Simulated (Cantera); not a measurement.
A closed system holds: 1 mol TEOS, 0.12 mol H2O, 36 mol H2, 2.7 mol O3, equilibrated at 275 °C.

Method: chemical equilibrium by Gibbs-energy minimisation in Cantera with the NASA 1993 tables (ideal gas, pure condensed phases). Candidate condensed phases: C, C6H6, C7H8, C8H18, H2O, Si, SiC, SiO2; 123 gas species. The feed counts by its element totals alone. Equilibrium is a limit: real reactors are often held back by kinetics, nucleation or transport.

x: gas mole fraction; n: condensed amount in mol.

```tsv
P (Pa)	x H2	x H2O	x CH4	x CO2	x CO	x C2H6	n C(graphite)	n SiO2(α-quartz)
5	0.829	0.0915	0.0155	0.0555	0.00846	4.58e-11	4.15	1.00
36	[?]	[?]	[?]	[?]	[?]	[?]	[?]	1.00
260	0.551	0.244	0.196	0.00946	0.000360	1.11e-8	0	1.00
1900	0.523	0.267	0.209	0.000281	9.25e-6	1.33e-8	0	1.00
14000	0.522	0.268	0.210	[?]	[?]	1.34e-8	0	1.00
100000	0.522	0.268	0.210	1.03e-7	3.37e-9	1.34e-8	0	1.00
```

**Question.** Some entries are withheld; supply them.

**Answer.** 
- 36, x H2: 0.717
- 36, x H2O: 0.164
- 36, x CH4: 0.0834
- 36, x CO2: 0.0330
- 36, x CO: 0.00243
- 36, x C2H6: 1.54e-9
- 36, n C(graphite): 2.77
- 14000, x CO2: 5.24e-6
- 14000, x CO: 1.72e-7
